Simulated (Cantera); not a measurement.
Charge: 1 mol C6H6, 1.7 mol O2, held at 2775 K and 4200000 Pa.

Cantera equilibrium calculation (NASA polynomials, part measured and part estimated; ideal gas, pure solids and liquids). Candidate condensed phases: C, C6H6, C7H8, C8H18, H2O; 110 gas species. The ideal-gas law is rough above about 30 bar. The numbers say what is thermodynamically allowed, not how fast it happens.

Base state: CO 0.530, H2 0.447, C2H2 (acetylene) 0.0137, H 0.00773, CH4 0.000850, CH3 0.000247, C4H2 0.000175, H2O 0.000132 (mole fractions); condensed: C(graphite).

### Question
What changes in the equilibrium state with this change: temperature from 2775 K to 2325 K?

### Answer
| species | before | after |
|---|---|---|
| CO | 0.530 | 0.532 |
| H2 | 0.447 | 0.462 |
| C2H2 (acetylene) | 0.0137 | 0.00226 |
| H | 0.00773 | 0.00115 |
| C2H | 2.87e-5 | 2.71e-7 |
| C4H2 | 0.000175 | 4.53e-6 |
| C2H2 (vinylidene) | 2.46e-5 | 9.30e-7 |
| C3H3 (propargyl) | 1.91e-5 | 1.26e-6 |
| C2H3 (vinyl) | 1.47e-5 | 1.45e-6 |
| C(graphite), mol | 2.41 | 2.56 |
